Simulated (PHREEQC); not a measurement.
0.024 g of hydrous ferric oxide (600 m²/g; 0.2 weak and 0.005 strong sites per Fe, Dzombak-Morel constants, diffuse double layer) in 1 kg of water with 0.005 mol/kgw of an inert sodium salt, at 25 °C; the pH is set by adding NaOH or the inert anion's acid. O2 is buffered at 0.21 atm. No CO2 enters from the air. No solid was allowed to form.

The numbers come from PHREEQC with the ion-association model, wateq4f.dat.

Question: Predict surface charge σ (C/m²), surface potential ψ (mV) at pH = 4, 6.67, 7.33, 8.67, 11.33.

Answer: 
```tsv
pH	surface charge σ (C/m²)	surface potential ψ (mV)
4	0.182	194
6.67	0.019	80
7.33	0.008	44
8.67	-0.005	-32
11.33	-0.111	-159
```
